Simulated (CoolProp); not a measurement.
Vapour-liquid equilibrium of propane (1) + R152A (2) at 326 K; x and y are mole fractions of (1).

The numbers come from the multi-fluid Helmholtz-energy mixture model, Lemmon 2009 and Outcalt 1996; pair parameters Bell 2016 in CoolProp.

**Question.** Give the bubble pressure and the first vapour's composition at x = 0.2, 0.5, 0.8. Is there an azeotrope?

**Answer.** x = 0.2: 17.09 bar, y = 0.337; x = 0.5: 20.13 bar, y = 0.567; x = 0.8: 20.35 bar, y = 0.769. y crosses x between x = 0.65 and 0.8: the model has an azeotrope there.

Pair parameters are fitted to limited data, so mixtures are less certain than the pure fluids.
